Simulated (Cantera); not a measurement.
# Thermodynamics of aluminium and copper etching, feed Cu + F2 + N2

A closed system holds: 1 mol Cu, 7.5 mol F2, 3.4 mol N2, equilibrated at 648 K and 3.90 Pa.

Cantera equilibrium calculation (NASA polynomials, part measured and part estimated; ideal gas, pure solids and liquids). Candidate condensed phases: Cu, CuF2; 11 gas species. Equilibrium is a limit: real reactors are often held back by kinetics, nucleation or transport.

```
Quantity                              Value
--------------------------------  ---------
x(F2)                                 0.591
x(N2)                                 0.330
x(F)                                 0.0578
x(NF3)                               0.0211
n(CuF2(s))                         1.00 mol
gas amount                        9.978 mol
log10 activity of Cu(s) (absent)     -30.69
```
